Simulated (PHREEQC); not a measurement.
Consider water at 65 °C with 0.002 mol/kgw MgCl2, 0.00086 mol/kgw Na2CO3 and 0.0061 mol/kgw MgSO4. Closed to the air; pH follows from the charge balance.

Model: ion-association model, phreeqc.dat, run in PHREEQC.

The ionic strength comes out as 0.0194 mol/kgw. What activity coefficients do Cl-, MgHCO3+, CO3-2, HCO3-, MgOH+ get?

Cl- 0.86, MgHCO3+ 0.86, CO3-2 0.57, HCO3- 0.87, MgOH+ 0.87.

This is a speciation only: nothing precipitates in the calculation. Complexes and solids missing from the database can't appear. Constants without temperature data keep their 25 °C values here.
